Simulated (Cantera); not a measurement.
Input: 1 mol C2H2, 2.4 mol H2O, 71 mol H2, at 2523.15 K and 0.293 Torr.

Method: chemical equilibrium by Gibbs-energy minimisation in Cantera with the NASA 1993 tables (ideal gas, pure condensed phases). Candidate condensed phases: C, C6H6, C7H8, C8H18, H2O; 110 gas species. The numbers say what is thermodynamically allowed, not how fast it happens.

Base state: H 0.719, H2 0.261, CO 0.0167, O 0.00133, H2O 0.00126, OH 0.000737, CO2 1.29e-5 (mole fractions); condensed: gas only.

**Question.** What changes in the equilibrium state with this change: temperature from 2523.15 K to 2123.15 K?

**Answer.** 
```tsv
species	before	after
H2	0.261	0.808
H	0.719	0.163
CO	0.0167	0.0240
O	0.00133	1.67e-5
OH	0.000737	0.000116
H2O	0.00126	0.00465
```
